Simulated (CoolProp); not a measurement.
Model: reference Helmholtz-energy equation of state, de Vries 1995, in CoolProp.

### Question
For R124, give the phase and the density (kg/m³), isothermal compressibility (1/MPa), viscosity (µPa s), fugacity coefficient at 439 K and 3.74 MPa; 439 K and 5.44 MPa.

### Answer
- 439 K and 3.74 MPa: supercritical; density 197, isothermal compressibility 0.397, viscosity 21.6, fugacity coefficient 0.766
- 439 K and 5.44 MPa: supercritical; density 375, isothermal compressibility 0.366, viscosity 28.9, fugacity coefficient 0.668

Viscosity comes from a separate model (Bell 2016), an estimate that may be off by 10 % or more.
